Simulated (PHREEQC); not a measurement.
0.5 mol of Cu3(PO4)2:3H2O (Cu3(PO4)2:3H2O) is brought to equilibrium with 1 kg of water, at 25 °C under several pressures of CO2. O2 is buffered at 0.21 atm. The run lets Cu3(PO4)2:3H2O, Cu(OH)2, Malachite precipitate or redissolve, and no other solid.

The numbers come from PHREEQC with the ion-association model, wateq4f.dat.

Q: Predict pH, dissolved Cu (mol/kgw) at log pCO2 (atm) = -1.5, -1.

A: 
| log pCO2 (atm) | pH | dissolved Cu (mol/kgw) |
|---|---|---|
| -1.5 | 5.44 | 0.000279 |
| -1 | 5.23 | 0.000450 |

H3PO4, which wateq4f.dat lacks, is added to it with the constant of phreeqc.dat. The database has no phosphate complexes of Cu. The database's constant for dissolved Cu(OH)2 is higher than later reviews accept.
